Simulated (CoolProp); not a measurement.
Properties of carbonyl sulfide along the isobar 24.7 MPa (Tc = 378.8 K, pc = 6.369 MPa, ω = 0.098).

Values from CoolProp's reference Helmholtz-energy equation of state, Lemmon 2006. It is a short technical equation, of lower accuracy than the large ones.

```tsv
T (K)	phase	density (kg/m³)	cv (kJ/(kg K))
166.9	liquid	1310	0.7632
185.4	liquid	1276	0.7388
203.8	liquid	1243	0.7242
222.2	liquid	1209	0.7158
240.7	liquid	1175	0.7115
259.1	liquid	1140	0.7100
277.5	liquid	1104	0.7103
296	liquid	1066	0.7119
314.4	liquid	1027	0.7144
332.8	liquid	986.3	0.7175
351.3	liquid	942.8	0.7211
369.7	liquid	897.1	0.7252
388.1	supercritical	848.7	0.7295
406.6	supercritical	797.2	0.7340
```
